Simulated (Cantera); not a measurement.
A closed system holds: 1 mol Si, 1.1 mol SF₆, 11 mol N₂, at 1250 °C and 0.450 bar.

Cantera equilibrium calculation (NASA polynomials, part measured and part estimated; ideal gas, pure solids and liquids). Candidate condensed phases: S, Si, Si₃N₄; 29 gas species. The tables' values for SF₃, S₂F₂ (SSF₂), FS₂F (FSSF) are old estimates; treat these amounts as uncertain. The numbers say what is thermodynamically allowed, not how fast it happens.

### Question
What is the equilibrium state?

### Answer
```
Quantity                              Value
--------------------------------  ---------
x(N₂)                                 0.845
x(SiF₄)                              0.0768
x(SF₂)                               0.0435
x(SF₄)                               0.0177
x(SF₃)                              0.00916
x(S₂F₂ (SSF₂))                      0.00700
x(F)                               0.000469
x(SF)                               7.46e-5
x(FS₂F (FSSF))                      5.58e-5
gas amount                        13.01 mol
log10 activity of S(l) (absent)       -3.89
log10 activity of Si(s) (absent)     -32.72
```
